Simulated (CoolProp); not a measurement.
A single-stage vapour-compression cycle with the fluid: evaporating at 317.15 K (dew point), condensing at 344.15 K (bubble point), superheat 8 K, subcooling 2 K, compressor efficiency 0.65, no pressure losses. The same conditions are run with several fluids, on thermodynamics alone (safety and materials aside).

Values from CoolProp's reference Helmholtz-energy equation of state of each fluid (propane: Lemmon 2009; ethanol: Schroeder 2014; n-heptane: Span 2003; isohexane: Lemmon 2006; n-hexane: Thol 2019; ammonia: Gao 2020).

```tsv
fluid	cooling COP	pressure ratio	discharge temperature (K)	refrigerating effect (kJ/kg)	volumetric capacity (kJ/m³)
propane	5.84	1.76	359.5	238	?
ethanol	7.14	3.43	398.4	843	?
n-heptane	7.03	2.86	350.1	308	170
isohexane	6.96	2.41	349.6	?	557
n-hexane	7.00	2.51	350.6	307	435
ammonia	6.54	1.95	395.2	979	12500
```

### Question
Some entries are withheld; supply them.

### Answer

- propane, volumetric capacity (kJ/m³): 7470
- ethanol, volumetric capacity (kJ/m³): 318
- isohexane, refrigerating effect (kJ/kg): 289
